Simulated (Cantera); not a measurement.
Mixture: H₂ : O₂ : N₂ = 1 : 0.5 : 1.88 (molar parts), equivalence ratio 1.0, at 2.20 bar, adiabatic and at constant pressure. Ignition delay is the time to a rise of 400 K.

Model: GRI-Mech 3.0 (53 species, 325 reactions), integrated in Cantera. The hydrogen kinetics of GRI-Mech 3.0 are dated; newer H2 mechanisms differ, most at raised pressure. Below about 950 K walls govern HO2 and H2O2 in real vessels. Where the delays flatten at high temperature, the 400 K rule measures the pace of heat release, not the induction time.

Question: Predict: delay at 925 K; delay at 1075 K; delay at 1225 K; delay at 1375 K; delay at 1525 K.

Answer: 
```json
{
  "delay at 925 K": "0.111 s",
  "delay at 1075 K": "95.2 µs",
  "delay at 1225 K": "20.0 µs",
  "delay at 1375 K": "10.0 µs",
  "delay at 1525 K": "6.53 µs"
}
```
